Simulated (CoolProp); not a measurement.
A Linde-Hampson liquefier for methane: isothermal reversible compression at 300 K from 1 atm to 30 MPa, throttling to 1 atm, return gas leaving the recuperator 0 K below the feed. Each further row changes one setting.

Model: reference Helmholtz-energy equation of state, Setzmann 1991, in CoolProp.

```
case                        liquid yield per pass  compression work (kJ/kg of gas)
--------------------------  ---------------------  -------------------------------
as stated                                     ___                              833
high pressure 60 MPa                          ___                              ___
warm-end temperature 330 K                    ___                              937
warm-end gap 5 K                              ___                              833
```

Q: Complete the blanks.

A: 
- as stated, liquid yield per pass: 0.235
- high pressure 60 MPa, liquid yield per pass: 0.244
- high pressure 60 MPa, compression work (kJ/kg of gas): 951
- warm-end temperature 330 K, liquid yield per pass: 0.184
- warm-end gap 5 K, liquid yield per pass: 0.226
